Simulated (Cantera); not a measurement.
A closed system holds: 1 mol C₂F₆, 0.75 mol CH₄, 1.1 mol H₂, equilibrated at 13.3 mbar.

Cantera equilibrium calculation (NASA polynomials, part measured and part estimated; ideal gas, pure solids and liquids). Candidate condensed phases: C, C₆H₆, C₇H₈, C₈H₁₈; 95 gas species. The feed counts by its element totals alone. Condensed phases not in the tables: fluorocarbon polymer. Gases not in the tables: C₂F₆ and larger saturated fluorocarbons. The numbers say what is thermodynamically allowed, not how fast it happens.

log p: log10 of the partial pressure in bar; n: condensed amount in mol.

| T (°C) | log p HF | log p F | log p CF₄ | log p CF₂ | log p H | log p CF | log p C₃ | n C(graphite) |
|---|---|---|---|---|---|---|---|---|
| 377 | -1.89 | <-13 | -3.31 | <-13 | <-13 | <-13 | <-13 | 2.55 |
| 577 | -1.89 | <-13 | -3.31 | -13.53 | <-13 | <-13 | <-13 | 2.55 |
| 777 | -1.89 | -11.25 | -3.31 | -10.22 | -13.40 | <-13 | <-13 | 2.55 |
| 977 | -1.89 | [?] | -3.31 | [?] | [?] | [?] | <-13 | 2.55 |
| 1177 | -1.89 | -6.91 | -3.31 | -6.36 | -9.75 | -10.90 | <-13 | 2.55 |
| 1377 | -1.89 | [?] | -3.31 | [?] | [?] | [?] | <-13 | 2.55 |
| 1577 | -1.89 | -4.46 | -3.35 | -4.21 | -7.65 | -7.14 | -12.30 | 2.54 |
| 1777 | -1.90 | -3.63 | -3.56 | -3.56 | -6.86 | -5.86 | -10.04 | 2.52 |
| 1977 | -1.92 | -3.12 | -4.38 | -3.35 | -6.05 | -4.98 | -8.19 | 2.53 |
| 2177 | -1.93 | -2.90 | -5.90 | -3.59 | -5.16 | -4.45 | -6.65 | 2.62 |
| 2377 | -1.94 | -2.81 | -7.58 | -3.99 | -4.31 | -4.11 | -5.35 | 2.66 |
| 2577 | -1.96 | -2.75 | -9.09 | -4.38 | -3.57 | -3.83 | -4.24 | 2.57 |

### Question
Some entries are withheld; supply them.

### Answer

- 977, log p F: -8.74
- 977, log p CF₂: -7.97
- 977, log p H: -11.29
- 977, log p CF: -13.70
- 1377, log p F: -5.53
- 1377, log p CF₂: -5.14
- 1377, log p H: -8.58
- 1377, log p CF: -8.78
